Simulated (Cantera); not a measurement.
Feed: 1 mol PbO, 2 mol O2, 0.19 mol N2, held at 0.133 bar.

Method: chemical equilibrium by Gibbs-energy minimisation in Cantera with the NASA 1993 tables (ideal gas, pure condensed phases). Candidate condensed phases: Pb, PbO, PbO2, Pb3O4; 12 gas species. The numbers say what is thermodynamically allowed, not how fast it happens.

Question: At 950 K, list the 3 most abundant gas species with their mole fractions, and the condensed phases.

Answer: O2 0.913, N2 0.0868, NO 1.21e-5. Condensed: PbO(yellow).
